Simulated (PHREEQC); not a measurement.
Consider water at 10 °C with 2.2 mmol/kgw FeCl3, 20 mmol/kgw ZnCl2, 1.3 mmol/kgw NaHCO3 and 1.4 mmol/kgw Na2SO4. Closed to the air; pH follows from the charge balance.

Computed with PHREEQC (ion-association model, wateq4f.dat).

```
quantity                                before     after
------------------------------------  --------  --------
pH                                        3.31      4.89
ionic strength (mol/kgw)                0.0710    0.0687
Zn+2 (mol/kgw)                          0.0190    0.0188
FeOH+2 (mol/kgw)                      0.000752  0.000216
SO4-2 (mol/kgw)                       0.000691  0.000793
ZnCl+ (mol/kgw)                       0.000520  0.000523
SI of Jarosite-Na (NaFe3(SO4)2(OH)6)     +1.55     +4.81
SI of Goslarite (ZnSO4:7H2O)             -3.52     -3.46
```

**Question.** What was changed between the two runs?
A. ZnCl2 from 0.02 to 0.2 mol/kgw
B. 0.0027 mol/kgw TMAH added
C. ZnCl2 from 0.02 to 0.018 mol/kgw
D. temperature from 10 to 15 °C
E. ZnCl2 from 0.02 to 0.03 mol/kgw

**Answer.** B, 0.0027 mol/kgw TMAH added

No solid was allowed to form. Some of these states are supersaturated (in Jarosite-Na, Hematite (slow to form), for instance). (CH3)4N+ isn't in the database: it is added as a free cation with an ion size of 4 Å. At this temperature some constants are extrapolated from 25 °C, and those without enthalpy data are left unchanged.
